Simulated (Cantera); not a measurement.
An adiabatic, constant-volume homogeneous reactor starts with 3.20 % C3H8, 20.3 % O2, 76.2 % N2, 0.301 % H2, equivalence ratio 0.80, at 1800 K and 750 Torr.

Computed with Cantera and GRI-Mech 3.0 (53 species, 325 reactions). GRI-Mech 3.0 was tuned for natural gas; its chemistry of propane as a main component is partial and can be far from experiment.

Predict: time of steepest temperature rise; temperature at 8.00 s; equilibrium temperature; x(O2) at 8.00 s; x(H2) at 8.00 s; x(NO) at 8.00 s; x(H2O) at 8.00 s; x(HO2) at 8.00 s.


- time of steepest temperature rise: 11.4 µs
- temperature at 8.00 s: 2935 K
- equilibrium temperature: 2935 K
- x(O2) at 8.00 s: 0.0446 (gas-phase equilibrium 0.0446)
- x(H2) at 8.00 s: 0.0117 (gas-phase equilibrium 0.0117)
- x(NO) at 8.00 s: 0.0191 (gas-phase equilibrium 0.0191)
- x(H2O) at 8.00 s: 0.0911 (gas-phase equilibrium 0.0911)
- x(HO2) at 8.00 s: 1.29e-5 (gas-phase equilibrium 1.29e-5)
